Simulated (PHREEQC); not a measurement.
Make-up at 20 °C: 1.5 mol/kgw NaCl, 0.029 mol/kgw Na2SO4 and 5.7 mol/kgw LiCl. Closed to the air; pH follows from the charge balance.

Model: Pitzer model, pitzer.dat, run in PHREEQC.

Question: The ionic strength comes out as 7.29 mol/kgw. What activity coefficients do Na+, SO4-2, Li+, Cl- get?

Answer: Na+ 6.1, SO4-2 0.0025, Li+ 22, Cl- 0.64. Single-ion values are on the MacInnes scale.

This is a speciation only: nothing precipitates in the calculation. Saturation is exceeded, for instance for Halite; the values hold only as long as no solid forms.
